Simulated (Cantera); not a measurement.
A closed system holds: 1 mol C₂H₆, 0.99 mol NH₃, 2.1 mol N₂, 0.68 mol H₂O, equilibrated at 2575 K and 1 atm.

Cantera equilibrium calculation (NASA polynomials, part measured and part estimated; ideal gas, pure solids and liquids). Rates play no part.

| species | before | after |
|---|---|---|
| H₂ | 0.563 | 0.588 |
| N₂ | 0.284 | 0.294 |
| CO | 0.0795 | 0.0801 |
| H | 0.0258 | 0.0106 |
| HCN | 0.0340 | 0.0211 |
| C₂H | 3.18e-5 | 3.54e-6 |
| C₄H₂ | 5.04e-5 | 9.14e-6 |
| CN | 9.99e-5 | 1.83e-5 |
| C₂N₂ | 3.42e-5 | 1.02e-5 |
| C₂H₂ (acetylene) | 0.00828 | 0.00362 |
| HNC | 0.00433 | 0.00212 |
| C(graphite), mol | 0.846 | 1.06 |
Gas species are given as mole fractions.

**Question.** What was changed between the two runs?
A. pressure from 1 atm to 1.70 mbar
B. temperature from 2575 K to 2748 K
C. temperature from 2575 K to 2373 K
D. pressure from 1 atm to 0.180 bar

**Answer.** C, temperature from 2575 K to 2373 K
